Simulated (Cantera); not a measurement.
Cantera run, input and output.

```python
import numpy as np
import cantera as ct

gas = ct.Solution("h2o2.yaml")
gas.TPX = 350, 1000000, {'H2': 1, 'O2': 0.208, 'N2': 0.783}
flame = ct.FreeFlame(gas, width=0.008)
flame.set_refine_criteria(ratio=3, slope=0.08, curve=0.16)
flame.transport_model = "mixture-averaged"
flame.solve(loglevel=0, auto=True)
z, T = flame.grid, flame.T
thick = (T[-1] - T[0]) / np.gradient(T, z).max()
show = ['H2', 'O2', 'H2O', 'H2O2', 'O', 'H']
print(f"laminar burning velocity  {flame.velocity[0] * 100:.3f} cm/s")
print(f"burnt temperature         {T[-1]:.1f} K")
print(f"thermal thickness         {thick * 1e3:.4f} mm")
print(f"grid points               {len(z)}")
z0 = z[flame.heat_release_rate.argmax()]
print(f"{'z/mm':>9s}{'T/K':>9s}{'u/(m/s)':>9s}" + "".join(f"{s:>11s}" for s in show))
rows = []
for k in (-3, -2, -1.5, -1, -0.5, -0.25, 0, 0.25, 0.5, 1, 2, 4, 8):
    zz = z0 + k * thick
    rows.append([k * thick, np.interp(zz, z, T), np.interp(zz, z, flame.velocity),
                 *(np.interp(zz, z, flame.X[gas.species_index(s)]) for s in show)])
    print(f"{rows[-1][0] * 1e3:9.3f}{rows[-1][1]:9.1f}{rows[-1][2]:9.3f}" + "".join(f"{x:11.3e}" for x in rows[-1][3:]))
```

Result:

```
laminar burning velocity  252.332 cm/s
burnt temperature         1990.5 K
thermal thickness         0.0248 mm
grid points               113
     z/mm      T/K  u/(m/s)         H2         O2        H2O       H2O2          O          H
   -0.074    350.1    2.524  5.022e-01  1.045e-01  1.106e-07  5.883e-10  8.876e-11  4.988e-15
   -0.050    350.4    2.525  5.020e-01  1.045e-01  1.209e-06  7.137e-09  7.931e-10  4.732e-14
   -0.037    352.0    2.534  5.013e-01  1.047e-01  1.216e-05  8.449e-08  5.719e-09  6.084e-13
   -0.025    366.8    2.620  4.968e-01  1.056e-01  2.595e-04  2.270e-06  7.682e-08  7.898e-11
   -0.012    556.5    3.804  4.661e-01  1.067e-01  1.136e-02  1.009e-04  6.215e-06  1.531e-05
   -0.006    912.4    6.046  4.277e-01  9.246e-02  5.033e-02  1.805e-04  9.986e-05  1.322e-03
    0.000   1288.7    8.413  3.843e-01  6.472e-02  1.098e-01  7.899e-05  4.110e-04  7.227e-03
    0.006   1542.5   10.035  3.483e-01  3.601e-02  1.645e-01  1.216e-05  5.827e-04  1.498e-02
    0.012   1683.9   10.951  3.267e-01  1.708e-02  1.995e-01  3.575e-06  4.258e-04  1.979e-02
    0.025   1802.1   11.702  3.131e-01  3.477e-03  2.250e-01  1.111e-06  1.372e-04  2.062e-02
    0.050   1875.5   12.138  3.132e-01  2.729e-04  2.320e-01  2.438e-07  3.827e-05  1.550e-02
    0.099   1926.1   12.426  3.168e-01  1.176e-05  2.335e-01  7.200e-08  1.361e-05  9.488e-03
    0.198   1958.0   12.603  3.196e-01  1.713e-06  2.343e-01  2.447e-08  4.227e-06  5.196e-03
```

Detailed kinetics in Cantera: the H2/O2 subset of GRI-Mech 3.0, which has no nitrogen chemistry. The hydrogen kinetics of GRI-Mech 3.0 are dated; newer H2 mechanisms differ, most at raised pressure. Burning velocities carry a grid error of a few per cent, more on coarse grids.
